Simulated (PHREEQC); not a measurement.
1 kg of water holding 0.18 mol/kgw KCl and 0.0038 mol/kgw K2CO3 is evaporated at 40 °C; the solids stay in contact with the brine. CO2 is held at log p = -3.4 (atm). Solids allowed: Kalicinite, Sylvite. Others were left out.

Base run: PHREEQC, Pitzer model, pitzer.dat. Each further column changes one thing. The table gives C in solution (mol/kgw).

```tsv
H2O removed (mol)	base	temperature from 40 to 50 °C	temperature from 40 to 75 °C
0	0.00672	0.00652	0.00592
18.01	0.00953	0.00921	0.00834
34.69	0.0159	0.0153	0.0139
41.44	0.0222	0.0214	0.0195
47.7	0.0366	0.0354	0.0327
50.23	0.0513	0.0497	0.0465
52.58	0.0863	0.0841	0.0798
53.53	0.124	0.121	0.116
54.41	0.216	0.212	0.205
54.76	0.315	0.310	0.300
55.09	0.556	0.548	0.534
55.23	0.815	0.805	0.785
```

Constants without temperature data keep their 25 °C values here.
